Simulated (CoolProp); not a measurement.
100 sccm (0 °C, 1 atm) of nitrogen bubbles through liquid dimethyl carbonate at 301.9 K and leaves saturated at a total pressure of 0.13 MPa (ideal gas phase). Each further row changes one setting.

Computed with CoolProp (reference Helmholtz-energy equation of state, Zhou 2011).

| case | vapour pressure (kPa) | mole fraction of vapour | delivery (mg/min) | delivery (sccm) | change of delivery for a bath 1 K warmer (%) |
|---|---|---|---|---|---|
| as stated | 8.78 | 0.0675 | 29.1 | 7.24 | 5.5 |
| bath temperature 306.9 K | 11.2 | 0.0862 | 37.9 | 9.44 | 5.4 |
| total pressure 0.26 MPa | 8.78 | 0.0338 | 14.0 | 3.50 | 5.3 |
